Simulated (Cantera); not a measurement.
Feed: 1 mol NF3, 0.043 mol O2, at 2977 °C and 1.00 bar.

Method: chemical equilibrium by Gibbs-energy minimisation in Cantera with the NASA 1993 tables (ideal gas, pure condensed phases). Kinetics and transport are ignored.

Base state: F 0.841, N2 0.138, O 0.0143, NO 0.00330, O2 0.00325, F2 6.42e-5, FO 4.15e-5, N 2.30e-5 (mole fractions); condensed: gas only.

Q: What changes in the equilibrium state with this change: NF3 replaced by PH3?

A: 
```tsv
species	before	after
H2	0	0.510
H	0	0.229
P2	0	0.163
F	0.841	0
N2	0.138	0
P	0	0.0547
PO	0	0.0328
O	0.0143	0.000121
PH	0	0.00783
NO	0.00330	0
```
Gases not in the tables: HPO2, HPO3 and P4O6. Further candidate phases: H2O, P, P4O10.
